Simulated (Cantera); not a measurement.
Cantera run, input and output.

```python
import numpy as np
import cantera as ct

gas = ct.Solution("gri30.yaml", transport_model="mixture-averaged")
show = ['O', 'NO', 'N2']

rows = []
print(f"{'T/K':>7s}{'rho':>11s}{'cp':>10s}{'mu':>11s}{'lambda':>11s}{'Pr':>7s}" + "".join(f"{'D_' + s:>11s}" for s in show))
for T in [400, 650, 900, 1150, 1400, 1650]:
    gas.TPX = T, 1400, {'C2H2': 0.21, 'CH3OH': 0.11}
    Pr = gas.cp_mass * gas.viscosity / gas.thermal_conductivity
    D = [gas.mix_diff_coeffs_mole[gas.species_index(s)] for s in show]
    rows.append([gas.density, gas.cp_mass, gas.viscosity, gas.thermal_conductivity, Pr, *D])
    print(f"{T:7g}{gas.density:11.4e}{gas.cp_mass:10.1f}{gas.viscosity:11.4e}"
          f"{gas.thermal_conductivity:11.4e}{Pr:7.3f}" + "".join(f"{d:11.4e}" for d in D))
print("SI units: kg/m3, J/kg/K, Pa s, W/m/K, m2/s")
```

It prints:

```
    T/K        rho        cp         mu     lambda     Pr        D_O       D_NO       D_N2
    400 1.1830e-02    1802.6 1.3409e-05 3.2917e-02  0.734 3.0728e-03 1.9569e-03 1.9902e-03
    650 7.2797e-03    2258.1 2.0522e-05 6.2576e-02  0.741 7.1978e-03 4.6176e-03 4.6962e-03
    900 5.2576e-03    2571.9 2.6604e-05 9.2131e-02  0.743 1.2544e-02 8.0733e-03 8.2106e-03
   1150 4.1146e-03    2820.1 3.1967e-05 1.2059e-01  0.748 1.8964e-02 1.2225e-02 1.2433e-02
   1400 3.3799e-03    3004.8 3.6816e-05 1.4770e-01  0.749 2.6362e-02 1.7009e-02 1.7299e-02
   1650 2.8678e-03    3144.3 4.1283e-05 1.7339e-01  0.749 3.4672e-02 2.2383e-02 2.2764e-02
SI units: kg/m3, J/kg/K, Pa s, W/m/K, m2/s
```

Computed with Cantera and GRI-Mech 3.0 (53 species, 325 reactions). Polar gases are described roughly by these parameters. The composition is frozen, though it would react at the higher temperatures.
